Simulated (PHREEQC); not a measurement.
0.044 g of hydrous ferric oxide (600 m²/g; 0.2 weak and 0.005 strong sites per Fe, Dzombak-Morel constants, diffuse double layer) in 1 kg of water with 0.3 mol/kgw of an inert sodium salt and 3.5e-05 mol ZnSO4 and 3e-07 mol NaF, at 25 °C; the pH is set by adding NaOH or the inert anion's acid. O2 is buffered at 0.21 atm. No CO2 enters from the air. Nothing may precipitate in this run.

Base run: PHREEQC, ion-association model, wateq4f.dat. Each further column changes one thing. The table gives F sorbed (%).

| pH | base | no electrostatic term (-no_edl) | background salt from 0.3 to 0.03 mol/kgw | oxide from 0.044 to 0.22 g/kgw |
|---|---|---|---|---|
| 3 | 6.3 | 0.1 | 12.8 | 30.3 |
| 3.5 | 8.9 | 0.1 | 18.4 | 38.5 |
| 4 | 10.1 | 0.1 | 19.9 | 41.2 |
| 4.5 | 9.9 | 0.2 | (withheld) | 39.7 |
| 5 | 8.7 | 0.2 | 15.1 | 34.8 |
| 5.5 | 6.8 | 0.2 | (withheld) | 27.5 |
| 6 | 4.6 | 0.2 | 8.5 | (withheld) |
| 6.5 | 2.7 | 0.2 | (withheld) | 12.0 |
| 7 | 1.5 | 0.2 | 3.0 | 6.6 |
| 7.5 | 0.8 | 0.2 | (withheld) | 3.2 |
| 8 | 0.4 | 0.1 | 0.7 | 1.4 |
| 8.5 | 0.2 | 0.1 | 0.3 | 0.6 |
| 9 | 0.1 | 0.1 | 0.1 | 0.3 |

### Question
Fill in the missing entries.

### Answer

- 4.5, background salt from 0.3 to 0.03 mol/kgw: 18.1
- 5.5, background salt from 0.3 to 0.03 mol/kgw: 11.8
- 6, oxide from 0.044 to 0.22 g/kgw: 19.4
- 6.5, background salt from 0.3 to 0.03 mol/kgw: 5.4
- 7.5, background salt from 0.3 to 0.03 mol/kgw: 1.6

The oxide is taken as insoluble; below pH 4 it would dissolve.
